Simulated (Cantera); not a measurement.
An isothermal, constant-pressure homogeneous reactor starts with C2H6 : N2 = 1.6 : 2.3 (molar parts), at 1173 K and 0.00190 bar.

Model: GRI-Mech 3.0 (53 species, 325 reactions), integrated in Cantera. GRI-Mech 3.0 stops at C3 and has no aromatics, soot or wall deposition, so with more carbon than oxygen in the feed, carbon stays in small species such as C2H2 where larger ones or solid carbon would form. Radical loss at walls, strong at low pressure, is not modelled.

Q: Predict: x(C2H6) at 90.0 s; x(C2H4) at 90.0 s; x(H2) at 90.0 s.

A: 
- x(C2H6) at 90.0 s: 1.29e-5 (gas-phase equilibrium 4.70e-7)
- x(C2H4) at 90.0 s: 0.137 (gas-phase equilibrium 0.00272)
- x(H2) at 90.0 s: 0.278 (gas-phase equilibrium 0.431)
